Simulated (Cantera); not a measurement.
# Abatement and gas-phase synthesis: NF3 + H2 + H2O

A closed system holds: 1 mol NF3, 5.4 mol H2, 2.4 mol H2O, at 1975 K and 14.0 bar.

These are equilibrium values from Cantera (NASA tables, ideal gas, pure condensed phases), not measurements of a reactor. Candidate condensed phases: H2O; 40 gas species. Kinetics and transport are ignored.

```json
{
  "x(H2)": "0.398",
  "x(HF)": "0.306",
  "x(H2O)": "0.245",
  "x(N2)": "0.0510",
  "x(H)": "0.000231",
  "x(NH3)": "1.66e-5",
  "x(OH)": "1.35e-5",
  "x(H2F2)": "1.04e-5",
  "gas_amount": "9.801 mol"
}
```
